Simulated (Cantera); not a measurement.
# Diamond growth

A diamond (100) surface in a fixed gas of H2 with x(CH4) = 0.009, x(CH3) = 1.4e-05, at 1273 K, 20000 Pa; coverages are run to steady state.

Detailed kinetics in Cantera: the Harris–Goodwin 1993 mechanism for the reconstructed diamond (100) surface.

| x(H) | growth (µm/h) | θ c6HH | θ c6H* | θ c6*H | θ c6** | θ c6HM |
|---|---|---|---|---|---|---|
| 0.0001 | 0.0401 | 0.648 | 0.0285 | 0.319 | 0.00443 | 9.56e-5 |
| 0.00025 | 0.129 | 0.531 | 0.0375 | 0.420 | 0.0117 | 0.000138 |
| 0.00061 | 0.299 | 0.458 | 0.0426 | 0.477 | 0.0218 | 0.000173 |
| 0.0015 | 0.589 | 0.420 | 0.0450 | 0.503 | 0.0313 | 0.000189 |
| 0.0038 | 1.09 | 0.403 | 0.0460 | 0.513 | 0.0377 | 0.000175 |
| 0.0094 | 1.80 | 0.395 | 0.0466 | 0.517 | 0.0409 | 0.000134 |
| 0.023 | 2.57 | 0.392 | 0.0473 | 0.518 | 0.0424 | 8.31e-5 |
| 0.058 | 3.19 | 0.391 | 0.0488 | 0.517 | 0.0435 | 4.20e-5 |
| 0.14 | 3.57 | 0.390 | 0.0521 | 0.513 | 0.0447 | 1.97e-5 |
θ: site fractions in the mechanism's names (c6HH fully hydrogenated, c6H* and c6*H radical sites, c6** diradical, c6HM methylated).
